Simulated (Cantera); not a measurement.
A Cantera script and its output.

```python
import numpy as np
import cantera as ct

surf = ct.Interface("diamond.yaml", "diamond_100")
gas, bulk = surf.adjacent["gas"], surf.adjacent["diamond"]
k = surf.kinetics_species_index(bulk.species_names[0])
cover = ["c6HH", "c6H*", "c6*H", "c6**", "c6HM", "c6B"]

rows, drift = [], 0.0
print(f"{'T':>10s}{'um/h':>11s}" + "".join(f"{s:>11s}" for s in cover))
for v in [950, 1000, 1050, 1100, 1150, 1200, 1250, 1300, 1350, 1400]:
    T, P, xH, xCH3 = v, 1400, 0.013, 0.0001
    gas.TPX = T, P, {"H": xH, "CH3": xCH3, "CH4": 0.013, "H2": 1 - xH - xCH3 - 0.013}
    surf.TP = bulk.TP = T, P
    surf.coverages = "c6H*:0.1, c6HH:0.9"
    surf.advance_coverages(100.0)
    before = surf.coverages
    surf.advance_coverages(100.0)
    drift = max(drift, np.max(np.abs(surf.coverages - before) / (surf.coverages + 1e-9)))
    rate = surf.net_production_rates[k] * bulk.mean_molecular_weight / bulk.density * 3.6e9
    rows.append([rate, *surf[cover].coverages])
    print(f"{v:10.4g}{rate:11.4e}" + "".join(f"{x:11.3e}" for x in rows[-1][1:]))
```

Result:

```
         T       um/h       c6HH       c6H*       c6*H       c6**       c6HM        c6B
       950 5.7079e-01  6.392e-01  1.407e-02  3.334e-01  6.667e-03  5.095e-03  1.549e-09
      1000 7.0383e-01  5.936e-01  1.826e-02  3.730e-01  9.716e-03  3.974e-03  1.910e-09
      1050 7.8741e-01  5.504e-01  2.288e-02  4.089e-01  1.359e-02  2.921e-03  2.137e-09
      1100 7.4967e-01  5.102e-01  2.785e-02  4.408e-01  1.833e-02  1.872e-03  2.034e-09
      1150 5.8658e-01  4.729e-01  3.308e-02  4.684e-01  2.397e-02  9.803e-04  1.592e-09
      1200 4.1194e-01  4.387e-01  3.844e-02  4.916e-01  3.046e-02  4.294e-04  1.118e-09
      1250 3.1063e-01  4.074e-01  4.385e-02  5.106e-01  3.776e-02  1.716e-04  8.429e-10
      1300 2.7910e-01  3.790e-01  4.924e-02  5.258e-01  4.577e-02  6.696e-05  7.574e-10
      1350 2.8015e-01  3.534e-01  5.454e-02  5.375e-01  5.442e-02  2.610e-05  7.602e-10
      1400 2.6971e-01  3.304e-01  5.971e-02  5.462e-01  6.358e-02  1.010e-05  7.319e-10
```

Cantera simulation using the Harris–Goodwin 1993 mechanism for the reconstructed diamond (100) surface; the numbers are that mechanism's predictions, not measurements.
